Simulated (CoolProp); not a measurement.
R1233zd(E) along the isotherm 85.35 °C: fugacity coefficient from the reference equation and from simpler models built on Tc = 165.7 °C, pc = 35.83 bar, ω = 0.304; each cubic takes its own stable root.

Model: reference Helmholtz-energy equation of state, Akasaka 2022, in CoolProp.

```csv
p (bar),phase,reference
12.8,liquid,0.5102
25.6,liquid,0.2683
38.4,liquid,0.1881
51.2,liquid,0.1483
64,liquid,0.1247
76.8,liquid,0.1092
89.6,liquid,0.09827
102,liquid,0.09050
115,liquid,0.08433
128,liquid,0.07957
141,liquid,0.07585
154,liquid,0.07291
166,liquid,0.07073
179,liquid,0.06884
```

How far does each simpler model (van der Waals, Redlich-Kwong, Soave-Redlich-Kwong, Peng-Robinson) lie from the reference over these 14 states: mean and median of the absolute difference, and the worst?


- van der Waals: mean 120.3 %, median 121.4 %, worst +162.1 % at 85.35 °C and 179 bar
- Redlich-Kwong: mean 38.4 %, median 38.8 %, worst +44.4 % at 85.35 °C and 179 bar
- Soave-Redlich-Kwong: mean 6.4 %, median 6.6 %, worst +9.8 % at 85.35 °C and 179 bar
- Peng-Robinson: mean 0.3 %, median 0.2 %, worst -0.9 % at 85.35 °C and 179 bar

At some of these states van der Waals gives the other phase, because its saturation line lies elsewhere.
